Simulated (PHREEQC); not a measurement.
Make-up at 22 °C: 0.097 mol Al(NO3)3 and 0.0016 mol KOH per kg of water. Closed to the air; pH follows from the charge balance.

Model: ion-association model, phreeqc.dat, run in PHREEQC.

- pH = 3.77
- ionic strength = 0.578 mol/kgw
- activity of water = 0.993
- specific conductance = 19300 µS/cm
- density = 1.014 g/cm³
- total alkalinity = 1.60 meq/kg

| species | molality | activity | log γ |
|---|---|---|---|
| NO3- | 0.291 | 0.175 | -0.221 |
| Al+3 | 0.0952 | 0.00810 | -1.070 |
| AlOH+2 | 0.00178 | 0.000391 | -0.658 |
| K+ | 0.00160 | 0.00102 | -0.197 |
| H+ | 0.000220 | 0.000168 | -0.119 |
| Al(OH)2+ | 2.03e-5 | 1.39e-5 | -0.164 |
| Al(OH)3 | 8.49e-9 | 9.70e-9 | 0.058 |

No solid was allowed to form. Saturation is exceeded, for instance for Gibbsite (slow to form); the values hold only as long as no solid forms.
